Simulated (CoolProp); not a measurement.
Propylene glycol along the isobar 0.907 MPa: fugacity coefficient from the reference equation and from simpler models built on Tc = 674.0 K, pc = 7.292 MPa, ω = 0.327; each cubic takes its own stable root.

Computed with CoolProp (reference Helmholtz-energy equation of state, Eisenbach 2021).

| T (K) | phase | reference | van der Waals | Redlich-Kwong | Soave-Redlich-Kwong | Peng-Robinson |
|---|---|---|---|---|---|---|
| 270.9 | liquid | 1.313e-6 | 0.04464 | 0.0005073 | 6.323e-5 | 7.744e-5 |
| 287.2 | liquid | 7.210e-6 | 0.07106 | 0.001505 | 0.0002209 | 0.0002605 |
| 303.4 | liquid | 3.168e-5 | 0.1072 | 0.003829 | 0.0006575 | 0.0007516 |
| 319.6 | liquid | 0.0001166 | 0.1549 | 0.008639 | 0.001723 | 0.001919 |
| 335.8 | liquid | 0.0003696 | 0.2158 | 0.01763 | 0.004055 | 0.004415 |
| 352.1 | liquid | 0.001037 | 0.2918 | 0.03319 | 0.008736 | 0.009333 |
| 368.3 | liquid | 0.002593 | 0.3830 | 0.05795 | 0.01730 | 0.01819 |
| 384.5 | liquid | 0.005901 | 0.4907 | 0.09517 | 0.03196 | 0.03316 |
| 400.7 | liquid | 0.01237 | 0.6155 | 0.1483 | 0.05560 | 0.05705 |
| 417 | liquid | 0.02424 | 0.7585 | 0.2213 | 0.09202 | 0.09351 |
| 433.2 | liquid | 0.04442 | 0.8970 | 0.3166 | 0.1449 | 0.1461 |
| 449.4 | liquid | 0.07700 | 0.9052 | 0.4375 | 0.2188 | 0.2192 |
| 465.6 | liquid | 0.1271 | 0.9126 | 0.5862 | 0.3185 | 0.3173 |
| 481.9 | liquid | 0.2011 | 0.9191 | 0.7656 | 0.4494 | 0.4456 |
| 498.1 | liquid | 0.3052 | 0.9250 | 0.9020 | 0.6140 | 0.6067 |
| 514.3 | liquid | 0.4469 | 0.9303 | 0.9102 | 0.8164 | 0.8044 |

At some of these states van der Waals, Redlich-Kwong gives the other phase, because its saturation line lies elsewhere.
